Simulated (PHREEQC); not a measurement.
Model water analysis in mg/kgw, 9.7 °C, pH 6.84, pe 9.5:

| constituent | mg/kgw |
|---|---|
| Na | 39.7 |
| K | 0.0779 |
| Ca | 20 |
| Mg | 8.97 |
| Cl | 16.2 |
| S(6) as SO4 | 69.8 |
| Alkalinity as HCO3 | 97.9 |
| Sr | 0.0381 |
| Cd | 0.564 |

Na is adjusted to close the charge balance.
Valence states are taken as typed.

All values are PHREEQC results (ion-association model, phreeqc.dat), not measurements.

No solid was allowed to form.

### Question
Predict the specific conductance.

### Answer
specific conductance 247 µS/cm.

### Question
In which forms is S present?

### Answer
SO4-2 93 %, CaSO4 3.8 %, MgSO4 2.8 %, NaSO4- 0.6 % of the S.

Examples of supersaturated solids here: Otavite. Others may be too. Constants without temperature data keep their 25 °C values here.
